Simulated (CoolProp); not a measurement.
Vapour pressure (kPa) of normal hydrogen: the reference equation beside estimates from Tc = -240.0 °C, pc = 1296 kPa, ω = -0.219. Clausius-Clapeyron is anchored at -245.25 °C with a constant enthalpy of vaporisation of 0.7237 kJ/mol.

Values from CoolProp's reference Helmholtz-energy equation of state, Leachman 2009.

```
T (°C)   reference  Lee-Kesler  Clausius-Clapeyron  van der Waals  Redlich-Kwong  Soave-Redlich-Kwong  Peng-Robinson
-------  ---------  ----------  ------------------  -------------  -------------  -------------------  -------------
-246.85      418.0       417.8               466.1          478.5          300.8                426.3          432.4
-246.05      486.9       486.6                   ?          549.3          371.5                497.6          503.1
-245.25      563.5       563.0               563.5          626.3              ?                    ?          581.1
-244.45      648.1       647.6                   ?          709.7          545.7                662.8          666.8
-243.65      741.4       740.9               667.3          799.7          650.5                757.3          760.4
-242.85      843.9       843.6               721.4          896.4          767.8                860.0          862.3
-242.15      941.6       941.7                   ?          986.6          881.4                957.0          958.5
-241.35       1063        1064               826.1           1096           1024                    ?           1077
-240.55       1197        1198               883.5           1213           1181                 1204           1204
```

Q: Complete the blanks.

A: 
- -246.05, Clausius-Clapeyron: 513.9
- -245.25, Redlich-Kwong: 453.0
- -245.25, Soave-Redlich-Kwong: 576.3
- -244.45, Clausius-Clapeyron: 614.7
- -242.15, Clausius-Clapeyron: 769.8
- -241.35, Soave-Redlich-Kwong: 1076

Absolute difference from the reference over all 9 rows, mean and median: Lee-Kesler 0.1 and 0.1 %, Clausius-Clapeyron 12.6 and 11.5 %, van der Waals 7.9 and 7.9 %, Redlich-Kwong 13.3 and 12.3 %, Soave-Redlich-Kwong 1.8 and 2.0 %, Peng-Robinson 2.4 and 2.6 %.
